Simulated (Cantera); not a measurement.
Feed: 1 mol CaO, 6.5 mol HBr, equilibrated at 1823 K and 0.190 bar.

These are equilibrium values from Cantera (NASA tables, ideal gas, pure condensed phases), not measurements of a reactor. Candidate condensed phases: Br2, Ca, CaBr2, CaO, Ca(OH)2, H2O; 19 gas species. The numbers say what is thermodynamically allowed, not how fast it happens.

Base state: HBr 0.564, CaBr2 0.147, H2O 0.147, Br 0.0939, H2 0.0480, Br2 0.00109, H 0.000218, OH 4.63e-5 (mole fractions); condensed: gas only.

**Question.** What changes in the equilibrium state with this change: temperature from 1823 K to 1075 K?

**Answer.** 
```json
[
 {"species": "HBr", "before": "0.564", "after": "0.816"},
 {"species": "H2O", "before": "0.147", "after": "0.182"},
 {"species": "H2", "before": "0.0480", "after": "0.00108"},
 {"species": "CaBr2", "before": "0.147", "after": "1.94e-5"},
 {"species": "Br", "before": "0.0939", "after": "0.000786"},
 {"species": "H", "before": "0.000218", "after": "1.11e-9"},
 {"species": "OH", "before": "4.63e-5", "after": "<1e-9"},
 {"species": "Br2", "before": "0.00109", "after": "0.000688"},
 {"species": "CaBr2(l), mol", "before": "0", "after": "1.000"}
]
```

**Question.** What changes in the equilibrium state with this change: pressure from 0.190 bar to 1.00 bar?

**Answer.** 
```json
[
 {"species": "HBr", "before": "0.564", "after": "0.613"},
 {"species": "CaBr2", "before": "0.147", "after": "0.150"},
 {"species": "H2O", "before": "0.147", "after": "0.149"},
 {"species": "Br", "before": "0.0939", "after": "0.0561"},
 {"species": "H2", "before": "0.0480", "after": "0.0301"},
 {"species": "H", "before": "0.000218", "after": "7.52e-5"},
 {"species": "Br2", "before": "0.00109", "after": "0.00206"},
 {"species": "OH", "before": "4.63e-5", "after": "2.60e-5"}
]
```

**Question.** What changes in the equilibrium state with this change: temperature from 1823 K to 798 K?

**Answer.** 
```
species          before     after
-------------  --------  --------
HBr               0.564     0.818
H2O               0.147     0.182
H2               0.0480  0.000108
CaBr2             0.147     <1e-9
Br               0.0939   6.87e-6
H              0.000218     <1e-9
OH              4.63e-5     <1e-9
CaBr2(s), mol         0      1.00
```
